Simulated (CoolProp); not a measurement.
The fluid at 173 K and 0.409 MPa expands adiabatically to 0.0607 MPa with isentropic efficiency 0.8. The same conditions are run with several fluids, on thermodynamics alone (safety and materials aside).

The numbers come from the reference Helmholtz-energy equation of state of each fluid (fluorine: de Reuck 1990; methane: Setzmann 1991; dry air: Lemmon 2000; carbon monoxide: Lemmon 2006; nitrogen: Span 2000) in CoolProp. Blends and air are pseudo-pure fits.

```csv
fluid,work (kJ/kg),final temperature (K),final density (kg/m³)
fluorine,?,114.4,?
methane,105,118.9,1.00
dry air,?,113.9,1.87
carbon monoxide,59.3,113.9,1.81
nitrogen,59.5,114.0,1.81
```

Task: Complete the blanks.

Result: 
- fluorine, work (kJ/kg): 44.0
- fluorine, final density (kg/m³): 2.45
- dry air, work (kJ/kg): 57.4
